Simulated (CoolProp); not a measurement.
Saturation properties of sulfur hexafluoride.

Values from CoolProp's reference Helmholtz-energy equation of state, Guder 2009.

```csv
T (K),p (MPa),vapour density (kg/m³),liquid cp (kJ/(kg K)),vapour viscosity (µPa s),liquid conductivity (mW/(m K))
232.8,0.3362,27.93,0.8663,12.4,74.0
242.2,0.4761,39.10,0.8978,12.9,71.4
251.6,0.6556,53.61,0.9326,13.5,68.6
261,0.8810,72.33,0.9728,14.1,65.7
270.4,1.159,96.48,1.022,14.7,62.6
279.9,1.502,128.3,1.087,15.5,59.4
289.3,1.909,170.2,1.181,16.5,56.1
298.7,2.394,228.5,1.346,17.9,52.6
```

Viscosity comes from a separate model (Quiñones-Cisneros 2012). Thermal conductivity comes from a separate model (Assael 2012).
